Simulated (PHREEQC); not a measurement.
A solution holds 13 mmol/kgw NH3, at 25 °C. Closed to the air; pH follows from the charge balance.

Computed with PHREEQC (ion-association model, phreeqc.dat).

| quantity | before | after |
|---|---|---|
| pH | 10.67 | 9.58 |
| ionic strength (mol/kgw) | 0.000483 | 0.000495 |
| NH3 (mol/kgw) | 0.0125 | 0.0125 |
| NH4+ (mol/kgw) | 0.000483 | 0.000495 |

### Question
What was changed between the two runs?
A) diluted 10-fold with water
B) NH3 from 0.013 to 0.065 mol/kgw
C) temperature from 25 to 45 °C
D) temperature from 25 to 65 °C
E) diluted 5-fold with water

### Answer
D, temperature from 25 to 65 °C

This is a speciation only: nothing precipitates in the calculation. Away from 25 °C the constants follow the database's enthalpies or fits; those with neither stay at their 25 °C values.
